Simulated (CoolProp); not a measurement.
Vapour pressure (bar) of R114: the reference equation beside estimates from Tc = 420.6 K, pc = 33.52 bar, ω = 0.252.

Computed with CoolProp (reference Helmholtz-energy equation of state, Platzer 1990). This equation is an older, rougher fit; its heat capacities, sound speeds and derivatives of the liquid may be far off and weren't checked against measurements.

| T (K) | reference | van der Waals | Redlich-Kwong | Peng-Robinson |
|---|---|---|---|---|
| 307 | 2.823 | 8.291 | 4.132 | 2.781 |
| 314.6 | 3.527 | 9.345 | 5.007 | 3.478 |
| 322.2 | 4.356 | 10.48 | 6.006 | 4.301 |
| 329.8 | 5.323 | 11.71 | 7.136 | 5.264 |
| 337.4 | 6.441 | 13.01 | 8.405 | 6.382 |
| 345 | 7.727 | 14.41 | 9.822 | 7.669 |
| 352.6 | 9.193 | 15.90 | 11.39 | 9.142 |
| 360.2 | 10.86 | 17.48 | 13.13 | 10.82 |
| 367.9 | 12.76 | 19.18 | 15.06 | 12.74 |
| 375.5 | 14.88 | 20.95 | 17.15 | 14.87 |
| 383.1 | 17.24 | 22.82 | 19.41 | 17.27 |

Absolute difference from the reference over all 11 rows, mean and median: van der Waals 96.8 and 86.5 %, Redlich-Kwong 28.0 and 27.1 %, Peng-Robinson 0.7 and 0.8 %.
